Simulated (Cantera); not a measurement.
A Cantera script and what it prints.

```python
import numpy as np
import cantera as ct

gas_names = """
    CL CL2 H HCL H2 N NH NH2 NH3 N2 N2H2 N2H4 Si SiCL SiCL2 SiCL3 SiCL4 SiH SiHCL3 SiH2 SiH2CL2 SiH3
    SiH3CL SiH4 SiN Si2 Si2N Si3
""".split()
cond_names = """
    NH4CL(a) NH4CL(b) Si(cr) Si(L) Si3N4(a)
""".split()


# ... load() reads the species with a 1 bar reference pressure and builds the phases ...
atoms = {
    'Si2Cl6': {'Si': 2, 'CL': 6},
    'NH3': {'N': 1, 'H': 3},
    'H2': {'H': 2},
}
top_T = {'Si3N4(a)': 2400}  # K; cautious upper limits of use, not melting points


# ... equilibrate(T, P, feed) seeds the gas with the atoms and calls Mixture.equilibrate('TP', solver="vcs", rtol=1e-11, max_steps=5000) ...
results = []
feed = {'Si2Cl6': 1, 'NH3': 28, 'H2': 2.4}  # mol
T = 2148  # K
P = 1200  # Pa
mix = equilibrate(T, P, feed)
results.append((T, P, feed, dict(zip(mix.species_names, mix.species_moles))))
x = sorted(zip(gas.X, gas.species_names), reverse=True)
print(f"T = {T:g} K  P = {P:g} Pa  gas = {mix.phase_moles(0):.4g} mol")
print("   x: " + "  ".join(f"{s} {v:.3e}" for v, s in x if v > 1e-05))
print("   condensed (mol): " + ("  ".join(f"{mix.phase(i).name} {mix.phase_moles(i):.4g}"
      for i in range(1, mix.n_phases) if mix.phase_moles(i) > 1e-12) or "none"))
```

Result:

```
T = 2148 K  P = 1200 Pa  gas = 63.56 mol
   x: H2 6.496e-01  N2 2.201e-01  HCL 6.628e-02  H 3.066e-02  Si 1.573e-02  SiCL2 1.181e-02  CL 2.290e-03  SiCL 2.167e-03  SiH 6.816e-04  Si2 1.946e-04  SiN 1.515e-04  Si2N 1.498e-04  SiH2 1.295e-04  Si3 3.338e-05  SiCL3 1.507e-05
   condensed (mol): none
```

Equilibrium computed with Cantera from the NASA thermochemical tables; the gas is ideal and each condensed phase is pure. The feed counts by its element totals alone. The tables' values for SiCl, SiN, SiCl3 are old estimates; treat these amounts as uncertain. Gases not in the tables: Si2H6 and higher silanes.
